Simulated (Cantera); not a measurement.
Standard-state values (1 bar) from the NASA 1993 polynomials, evaluated with Cantera. Values are per mole of reaction as written; species without (g) are pure solids or liquids, kept so even where they would boil at 1 bar.

CaF2 + Cl2(g) = CaCl2 + 2 F(g)

```json
[
 {"T (K)": "300", "ΔH° (kJ)": "588.9", "ΔS° (J/K)": "130.6", "ΔG° (kJ)": "549.7", "log10 K": "-95.72", "condensed phases": "CaF2(s), CaCl2(s)"},
 {"T (K)": "1425", "ΔH° (kJ)": "___", "ΔS° (J/K)": "___", "ΔG° (kJ)": "___", "log10 K": "___", "condensed phases": "CaF2(s), CaCl2(l)"},
 {"T (K)": "1575", "ΔH° (kJ)": "618.1", "ΔS° (J/K)": "165.1", "ΔG° (kJ)": "358.0", "log10 K": "-11.87", "condensed phases": "CaF2(s), CaCl2(l)"},
 {"T (K)": "1725", "ΔH° (kJ)": "586.5", "ΔS° (J/K)": "146.4", "ΔG° (kJ)": "334.0", "log10 K": "-10.11", "condensed phases": "CaF2(l), CaCl2(l)"},
 {"T (K)": "1875", "ΔH° (kJ)": "587.4", "ΔS° (J/K)": "146.9", "ΔG° (kJ)": "312.0", "log10 K": "-8.69", "condensed phases": "CaF2(l), CaCl2(l)"},
 {"T (K)": "2025", "ΔH° (kJ)": "___", "ΔS° (J/K)": "___", "ΔG° (kJ)": "___", "log10 K": "___", "condensed phases": "CaF2(l), CaCl2(l)"},
 {"T (K)": "2175", "ΔH° (kJ)": "589.2", "ΔS° (J/K)": "147.8", "ΔG° (kJ)": "267.8", "log10 K": "-6.43", "condensed phases": "CaF2(l), CaCl2(l)"},
 {"T (K)": "2325", "ΔH° (kJ)": "590.0", "ΔS° (J/K)": "148.1", "ΔG° (kJ)": "245.6", "log10 K": "-5.52", "condensed phases": "CaF2(l), CaCl2(l)"},
 {"T (K)": "2475", "ΔH° (kJ)": "590.7", "ΔS° (J/K)": "148.4", "ΔG° (kJ)": "223.3", "log10 K": "-4.71", "condensed phases": "CaF2(l), CaCl2(l)"},
 {"T (K)": "2625", "ΔH° (kJ)": "___", "ΔS° (J/K)": "___", "ΔG° (kJ)": "___", "log10 K": "___", "condensed phases": "CaF2(l), CaCl2(l)"}
]
```

### Question
Complete the blanks.

### Answer

- 1425, ΔH° (kJ): 620.6
- 1425, ΔS° (J/K): 166.8
- 1425, ΔG° (kJ): 382.9
- 1425, log10 K: -14.04
- 2025, ΔH° (kJ): 588.3
- 2025, ΔS° (J/K): 147.4
- 2025, ΔG° (kJ): 289.9
- 2025, log10 K: -7.48
- 2625, ΔH° (kJ): 591.4
- 2625, ΔS° (J/K): 148.7
- 2625, ΔG° (kJ): 201.1
- 2625, log10 K: -4.00
